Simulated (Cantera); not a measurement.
An isothermal, constant-pressure homogeneous reactor starts with NH3 : H2 = 1 : 4.1 (molar parts), at 1775 K and 17.3 Torr. Integrator tolerance rtol = 1e-08.

Detailed kinetics in Cantera: the gas-phase N/H chemistry of the illustrative SiF4/NH3 mechanism in the Surface Chemkin manual (1991). Walls and surfaces, which speed up NH3 decomposition in real reactors, are not modelled.

| quantity | before | after |
|---|---|---|
| x(NH3) at 30.0 s | 0.0351 (gas-phase equilibrium 1.76e-7) | 0.153 (gas-phase equilibrium 2.50e-7) |
| x(H2) at 30.0 s | 0.897 (gas-phase equilibrium 0.916) | 0.829 (gas-phase equilibrium 0.918) |
| x(N2) at 30.0 s | 0.0673 (gas-phase equilibrium 0.0819) | 0.0181 (gas-phase equilibrium 0.0819) |
| x(H) at 30.0 s | 0.000485 (gas-phase equilibrium 0.00184) | 0.000121 (gas-phase equilibrium 0.000449) |
| x(NH) at 30.0 s | 1.36e-6 (gas-phase equilibrium 9.43e-11) | 5.47e-7 (gas-phase equilibrium 1.01e-11) |
| x(N2H2) at 30.0 s | 5.33e-8 (gas-phase equilibrium <1e-12) | 1.34e-7 (gas-phase equilibrium <1e-12) |
| x(N2H4) at 30.0 s | 2.11e-10 (gas-phase equilibrium <1e-12) | 1.36e-9 (gas-phase equilibrium <1e-12) |

Problem. What was changed between the two runs?
(A) pressure from 17.3 Torr to 1.20 bar
(B) NH3 1 to 7.6 parts
(C) temperature 1775 to 1350 K
(D) temperature 1775 to 1625 K

Solution. D, temperature 1775 to 1625 K
